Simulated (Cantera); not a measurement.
Charge: 1 mol Si2Cl6, 0.9 mol HCl, 31 mol N2, held at 898.15 K and 0.730 bar.

Cantera equilibrium calculation (NASA polynomials, part measured and part estimated; ideal gas, pure solids and liquids). Candidate condensed phases: NH4Cl, Si, Si3N4; 28 gas species. The feed counts by its element totals alone. N2 is the only nitrogen source here; it is nearly inert below about 1500 K, so the nitride shown seldom forms there in practice. Rates play no part.

Base state: N2 0.928, SiCl4 0.0462, HCl 0.0237, H2 0.00176 (mole fractions); condensed: Si3N4(s).

Question: What changes in the equilibrium state with this change: HCl from 0.9 to 0.035 mol?

Answer: 
```
species         before    after
-------------  -------  -------
N2               0.928    0.952
SiCl4           0.0462   0.0466
HCl             0.0237  0.00108
H2             0.00176  3.59e-6
Si3N4(s), mol    0.157    0.167
```
